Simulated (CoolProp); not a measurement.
Vapour-liquid equilibrium of m-xylene (1) + o-xylene (2) at 223.65 °C; x and y are mole fractions of (1).

Values from CoolProp's multi-fluid Helmholtz-energy mixture model, Zhou 2012 and Zhou 2012; pair parameters Bell 2016.

| x | bubble pressure (bar) | y at the bubble point | dew pressure at overall composition x (bar) | liquid density (mol/L) |
|---|---|---|---|---|
| 0.05 | 5.687 | 0.054 | 5.685 | 6.434 |
| 0.125 | 5.736 | 0.135 | 5.730 | 6.418 |
| 0.2 | 5.787 | 0.216 | 5.777 | 6.401 |
| 0.275 | 5.839 | 0.295 | 5.826 | 6.385 |
| 0.35 | 5.893 | 0.373 | 5.877 | 6.368 |
| 0.425 | 5.947 | 0.450 | 5.929 | 6.351 |
| 0.5 | 6.002 | 0.525 | 5.983 | 6.334 |
| 0.575 | 6.056 | 0.599 | 6.038 | 6.318 |
| 0.65 | 6.111 | 0.672 | 6.094 | 6.301 |
| 0.725 | 6.165 | 0.744 | 6.150 | 6.285 |
| 0.8 | 6.217 | 0.815 | 6.206 | 6.268 |
| 0.875 | 6.269 | 0.885 | 6.262 | 6.252 |
| 0.95 | 6.319 | 0.954 | 6.316 | 6.236 |

No azeotrope shows between x = 0.05 and 0.95.

Pair parameters are fitted to limited data, so mixtures are less certain than the pure fluids.
